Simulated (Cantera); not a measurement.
A perfectly stirred reactor is fed with H2 : O2 : N2 = 1.1 : 1 : 2.4 (molar parts), equivalence ratio 0.55, at 0.109 atm; it is held at 1098 K, and followed from long to short residence time.

Cantera simulation using the H2/O2 subset of GRI-Mech 3.0, which has no nitrogen chemistry; the numbers are that mechanism's predictions, not measurements. The temperature is held fixed by assumption; the heat of reaction is taken as removed at once.

### Question
Predict: x(H2) at τ = 2.00 s; x(O2) at τ = 2.00 s; x(O) at τ = 2.00 s; x(H2O) at τ = 2.00 s; x(OH) at τ = 2.00 s; x(H2) at τ = 31.0 ms; x(O2) at τ = 31.0 ms; x(O) at τ = 31.0 ms; x(H2O) at τ = 31.0 ms; x(OH) at τ = 31.0 ms.

### Answer
- x(H2) at τ = 2.00 s: 0.000374
- x(O2) at τ = 2.00 s: 0.114
- x(O) at τ = 2.00 s: 6.98e-5
- x(H2O) at τ = 2.00 s: 0.278
- x(OH) at τ = 2.00 s: 0.000245
- x(H2) at τ = 31.0 ms: 0.00507
- x(O2) at τ = 31.0 ms: 0.115
- x(O) at τ = 31.0 ms: 0.00110
- x(H2O) at τ = 31.0 ms: 0.271
- x(OH) at τ = 31.0 ms: 0.00108
